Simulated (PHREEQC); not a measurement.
PHREEQC input (Pitzer model, pitzer.dat):

```
SOLUTION 1
  temp 25
  units mol/kgw
  pH 7 charge
  S(6) 0.048
  K 0.1042
  C(4) 0.0041
END
USE solution 1
INCREMENTAL_REACTIONS false
REACTION 1
  H2O -1
  0 9.886 18.011 24.689 30.178 34.689 38.397 41.444
  43.949 46.007 47.699 49.089 50.232 51.172 51.944 52.578
  53.1 53.528 53.88 54.17 54.408 54.603 54.764 54.896
  55.005 55.094 55.168 55.228 moles
EQUILIBRIUM_PHASES 1
  Arcanite 0 0
  Kalicinite 0 0
  Misenite 0 0
SELECTED_OUTPUT 1
  -reset false
  -pH true
  -pe true
  -ionic_strength true
  -water true
  -activities H2O
  -totals C K S
  -molalities H+ K+ CO3-2 SO4-2 OH- HCO3- CO2 HSO4-
  -equilibrium_phases Arcanite Kalicinite Misenite
PRINT
  -reset false
END
```

Selected output (columns that matter, 20 of 28 rows; water left (kg) added in front):

```
water left (kg)	pH	mu	C	K	S	m_H+	m_K+	m_CO3-2	m_SO4-2	m_OH-	la_H2O	Arcanite
1	10.695	0.15564	0.0041	0.1042	0.048	3.0297e-11	0.1042	0.0034375	0.048	0.00066256	-0.001007	0
0.821895	10.728	0.18945	0.0049885	0.12678	0.058402	2.9075e-11	0.12678	0.0042632	0.058402	0.00072527	-0.0012089	0
0.555206	10.793	0.28065	0.0073846	0.18768	0.086454	2.7026e-11	0.18768	0.0065194	0.086454	0.00086524	-0.0017405	0
0.456317	10.825	0.34158	0.008985	0.22835	0.10519	2.6155e-11	0.22835	0.0080418	0.10519	0.00094315	-0.0020872	0
0.308245	10.889	0.50595	0.013301	0.33804	0.15572	2.4604e-11	0.33804	0.012185	0.15572	0.0011165	-0.0029979	0
0.253351	10.921	0.61572	0.016183	0.41129	0.18946	2.3871e-11	0.41129	0.01497	0.18946	0.0012126	-0.0035906	0
0.171145	10.988	0.91183	0.023956	0.60884	0.28046	2.2314e-11	0.60884	0.022531	0.28046	0.0014256	-0.005145	0
0.140663	11.024	1.1096	0.029148	0.74078	0.34124	2.1393e-11	0.74078	0.027604	0.34124	0.0015434	-0.0061569	0
0.115621	11.06	1.3502	0.035461	0.90122	0.41515	2.0293e-11	0.90122	0.033791	0.41515	0.0016694	-0.0073683	0
0.0780944	11.141	1.955	0.052501	1.3047	0.59983	1.7257e-11	1.3047	0.050544	0.59983	0.0019563	-0.01037	0.0011563
0.0641863	11.185	1.9671	0.063877	1.3129	0.59256	1.5677e-11	1.3129	0.06172	0.59256	0.0021561	-0.010467	0.009966
0.0433603	11.274	2.001	0.094557	1.3357	0.57331	1.2981e-11	1.3357	0.091944	0.57331	0.0026128	-0.010735	0.023141
0.0356496	11.319	2.0245	0.11501	1.3516	0.56079	1.1836e-11	1.3516	0.11214	0.56079	0.0028717	-0.010918	0.028008
0.0293082	11.364	2.0542	0.13989	1.3716	0.54589	1.081e-11	1.3716	0.13674	0.54589	0.0031525	-0.011147	0.032001
0.0197961	11.457	2.1399	0.20711	1.4292	0.50747	9.0659e-12	1.4292	0.20333	0.50747	0.0037833	-0.011796	0.037954
0.0162831	11.504	2.2014	0.2518	1.4704	0.48339	8.3347e-12	1.4704	0.24766	0.48339	0.004131	-0.012254	0.040129
0.0110046	11.601	2.3849	0.37257	1.5932	0.42401	7.0997e-12	1.5932	0.36768	0.42401	0.0048886	-0.0136	0.043334
0.00904099	11.653	2.5212	0.45349	1.6843	0.38867	6.5787e-12	1.6843	0.4482	0.38867	0.0052927	-0.014589	0.044486
0.00610458	11.765	2.9361	0.67163	1.9615	0.3091	5.6806e-12	1.9615	0.66551	0.3091	0.0061205	-0.017604	0.046113
0.0050237	11.827	3.2429	0.81613	2.1663	0.26702	5.2768e-12	2.1663	0.80961	0.26702	0.0065264	-0.019868	0.046659
```
